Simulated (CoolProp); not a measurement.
Carbon dioxide along the isotherm 61.55 °C: density (kg/m³) from the reference equation and from simpler models built on Tc = 31.0 °C, pc = 7377 kPa, ω = 0.224; each cubic takes its own stable root.

Computed with CoolProp (reference Helmholtz-energy equation of state, Span 1996).

```tsv
p (kPa)	phase	reference	ideal gas	van der Waals	Redlich-Kwong	Soave-Redlich-Kwong	Peng-Robinson
1540	gas	25.73	24.35	25.66	25.78	25.71	25.90
3070	gas	54.57	48.55	54.33	54.80	54.44	55.28
4610	gas	88.02	72.91	87.67	88.65	87.58	89.69
6150	gas	127.8	97.26	127.9	129.2	126.5	130.8
7680	supercritical	176.6	121.5	179.9	179.7	173.5	181.0
9220	supercritical	240.7	145.8	258.0	247.7	233.1	245.2
10800	supercritical	331.1	170.8	375.1	343.0	310.7	329.2
12300	supercritical	438.3	194.5	446.3	437.2	392.2	418.0
13800	supercritical	533.3	218.2	487.4	506.8	462.7	496.5
15400	supercritical	603.5	243.5	517.7	559.5	520.1	561.7
16900	supercritical	649.5	267.3	539.4	597.3	561.8	609.5
18400	supercritical	684.3	291.0	557.3	628.0	595.7	648.5
```
